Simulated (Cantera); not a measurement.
Input: 1 mol Pb, 0.043 mol H₂, 5.3 mol N₂, held at 17.3 Torr.

Cantera equilibrium calculation (NASA polynomials, part measured and part estimated; ideal gas, pure solids and liquids). Candidate condensed phases: Pb; 11 gas species. Rates play no part.

Q: Which condensed phases are stable at each of these points (T (°C)): 552, 627, 702, 777, 852, 927, 1002, 1077, 1152?

A: 
```json
[
 {"T (°C)": "552", "condensed phases": "Pb(l)", "Pb condensed (%)": "100.0"},
 {"T (°C)": "627", "condensed phases": "Pb(l)", "Pb condensed (%)": "100.0"},
 {"T (°C)": "702", "condensed phases": "Pb(l)", "Pb condensed (%)": "99.8"},
 {"T (°C)": "777", "condensed phases": "Pb(l)", "Pb condensed (%)": "98.9"},
 {"T (°C)": "852", "condensed phases": "Pb(l)", "Pb condensed (%)": "95.6"},
 {"T (°C)": "927", "condensed phases": "Pb(l)", "Pb condensed (%)": "84.6"},
 {"T (°C)": "1002", "condensed phases": "Pb(l)", "Pb condensed (%)": "52.3"},
 {"T (°C)": "1077", "condensed phases": "gas only", "Pb condensed (%)": "0.0"},
 {"T (°C)": "1152", "condensed phases": "gas only", "Pb condensed (%)": "0.0"}
]
```

From 552 °C to 1002 °C the condensed part is Pb(l). From 1077 °C to 1152 °C nothing is condensed.
